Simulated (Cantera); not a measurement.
# Carbon deposition, reforming and gasification: C2H4 + H2O + CO2

Feed: 1 mol C2H4, 0.52 mol H2O, 0.19 mol CO2, equilibrated at 0.140 bar.

Cantera equilibrium calculation (NASA polynomials, part measured and part estimated; ideal gas, pure solids and liquids). Candidate condensed phases: C, C6H6, C7H8, C8H18, H2O; 110 gas species. Rates play no part.

```
T (K)   x H2   x CO       x H  x C2H2 (acetylene)    x CH4     x C2H   x C4H2    x CH3  n C(graphite)
-----  -----  -----  --------  ------------------  -------  --------  -------  -------  -------------
1773   0.736  0.263  0.000652            0.000103  6.39e-5  7.12e-10  5.68e-9  1.15e-6           1.29
1873   0.735  0.263   0.00148            0.000229  4.61e-5   5.44e-9  2.85e-8  1.87e-6           1.29
1973   0.734  0.263   0.00309            0.000470  3.44e-5   3.38e-8  1.21e-7  2.88e-6           1.29
2073   0.731  0.262   0.00601            0.000896  2.63e-5   1.75e-7  4.43e-7  4.24e-6           1.28
2173   0.726  0.262    0.0110             0.00160  2.06e-5   7.78e-7  1.44e-6  5.99e-6           1.28
2273   0.718  0.261    0.0190             0.00271  1.63e-5   3.02e-6  4.17e-6  8.15e-6           1.27
2373   0.705  0.259    0.0313             0.00434  1.30e-5   1.04e-5  1.10e-5  1.07e-5           1.26
2473   0.687  0.257    0.0494             0.00663  1.04e-5   3.23e-5  2.64e-5  1.35e-5           1.24
```
x: gas mole fraction; n: condensed amount in mol.

From 1773 K to 2473 K the condensed part is C(graphite). The main C-bearing gas is CO throughout. The share of C in condensed phases is highest at 1773 K (58.9 %) and lowest at 2473 K (56.7 %).
